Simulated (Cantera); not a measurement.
What does this Cantera script print?

```python
import numpy as np
import cantera as ct

gas_names = [...]  # 136 gases of nasa_gas.yaml made of C, H, N, O
cond_names = """
    C(gr) C6H6(L) C7H8(L) C8H18(L),n-octa H2O(s) H2O(L)
""".split()


# ... load() reads the species with a 1 bar reference pressure and builds the phases ...
atoms = {
    'C2H4': {'C': 2, 'H': 4},
    'CO2': {'C': 1, 'O': 2},
    'N2': {'N': 2},
}
top_T = {'C(gr)': 4500}  # K; cautious upper limits of use, not melting points


# ... equilibrate(T, P, feed) seeds the gas with the atoms and calls Mixture.equilibrate('TP', solver="vcs", rtol=1e-11, max_steps=5000) ...
results = []
T = 1275  # K
P = 940000  # Pa
for m in [1.2, 2.9, 4.6, 6.4, 8.1, 9.8, 11, 13, 15]:
    feed = {'C2H4': 1, 'CO2': 0.91, 'N2': m}  # mol
    mix = equilibrate(T, P, feed)
    results.append((T, P, feed, dict(zip(mix.species_names, mix.species_moles))))

top = {s: max(r[3][s] / sum(r[3][g] for g in gas_names) for r in results) for s in gas_names}
cols = sorted((s for s in top if top[s] > 1e-05), key=lambda s: -top[s])[:7]
seen = [c for c in cond_names if any(r[3].get(c, 0) > 1e-12 for r in results)]
print("log10 of partial pressures in bar; condensed amounts in mol")
print(f"{'n(N2)':>10s}" + "".join(f"{s[:9]:>10s}" for s in cols + seen))
for T, P, feed, n in results:
    ng = sum(n[g] for g in gas_names)
    print(f"{feed['N2']:10.4g}" + "".join(f"{np.log10(max(n[s] / ng * P / 1e5, 1e-99)):10.3f}" for s in cols)
          + "".join(f"{n.get(c, 0):10.4g}" for c in seen))
```

Result:

```
log10 of partial pressures in bar; condensed amounts in mol
     n(N2)        N2        H2        CO       H2O       CH4       CO2       NH3     C(gr)
       1.2     0.366     0.545     0.511    -0.877    -0.942    -1.132    -2.861     1.137
       2.9     0.616     0.422     0.387    -1.124    -1.188    -1.381    -2.920     1.126
       4.6     0.716     0.328     0.291    -1.314    -1.378    -1.572    -3.013     1.119
       6.4     0.774     0.246     0.209    -1.478    -1.540    -1.736    -3.106     1.114
       8.1     0.808     0.181     0.144    -1.608    -1.670    -1.867    -3.186     1.111
       9.8     0.832     0.125     0.087    -1.721    -1.783    -1.980    -3.258     1.108
        11     0.845     0.089     0.051    -1.793    -1.854    -2.052    -3.305     1.107
        13     0.863     0.036    -0.003    -1.900    -1.961    -2.159    -3.377     1.104
        15     0.876    -0.012    -0.051    -1.996    -2.057    -2.255    -3.442     1.103
```

Equilibrium computed with Cantera from the NASA thermochemical tables; the gas is ideal and each condensed phase is pure.
